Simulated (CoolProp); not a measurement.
A simple Rankine cycle with water: condensing at 307.15 K, boiler at 4.5 MPa, turbine inlet 545.6 K, turbine efficiency 0.9, pump efficiency 0.8, no recuperator. Each further row changes one setting.

Computed with CoolProp (reference Helmholtz-energy equation of state, Wagner 2002).

```
case                             thermal efficiency (%)  net work (kJ/kg)  heat in (kJ/kg)  turbine exit temperature (K)  volume ratio over the turbine
-------------------------------  ----------------------  ----------------  ---------------  ----------------------------  -----------------------------
as stated                                    (withheld)               878             2710                         307.1                            428
turbine inlet 565.6 K                              32.6        (withheld)             2770                         307.1                            408
condensing temperature 299.15 K              (withheld)               919       (withheld)                         299.2                     (withheld)
boiler pressure 3.15 MPa                           31.2               864             2770                         307.1                     (withheld)
turbine efficiency 0.8                             28.8        (withheld)             2710                         307.1                            451
```

**Question.** Fill in the missing entries.

**Answer.** 
- as stated, thermal efficiency (%): 32.4
- turbine inlet 565.6 K, net work (kJ/kg): 905
- condensing temperature 299.15 K, thermal efficiency (%): 33.5
- condensing temperature 299.15 K, heat in (kJ/kg): 2740
- condensing temperature 299.15 K, volume ratio over the turbine: 653
- boiler pressure 3.15 MPa, volume ratio over the turbine: 292
- turbine efficiency 0.8, net work (kJ/kg): 780

The expansion ends wet for: as stated; turbine inlet 565.6 K; condensing temperature 299.15 K; boiler pressure 3.15 MPa; turbine efficiency 0.8.
